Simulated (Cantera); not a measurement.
An adiabatic, constant-pressure homogeneous reactor starts with H2 : O2 : N2 : NO = 1 : 0.943 : 3.55 : 0.0087 (molar parts), at 1098 K and 1.01 bar.

Computed with Cantera and GRI-Mech 3.0 (53 species, 325 reactions). The mechanism lacks 2 NO + O2 → 2 NO2 and HONO, so NO2 and the effect of NO are under-described below about 1400 K.

One state of this run: T (K) = 2333; x H2 = 0.00165; x O2 = 0.0858; x NO = 0.00196; x H2O2 = 2.73e-7; x NO2 = 1.35e-6; x N2 = 0.707. x: mole fraction; the columns are a selection and need not sum to one.

### Question
Which value of t (s) does it belong to?
(A) 0.00927
(B) 5.00
(C) 0.00154
(D) 0.0559

### Answer
C, 0.00154
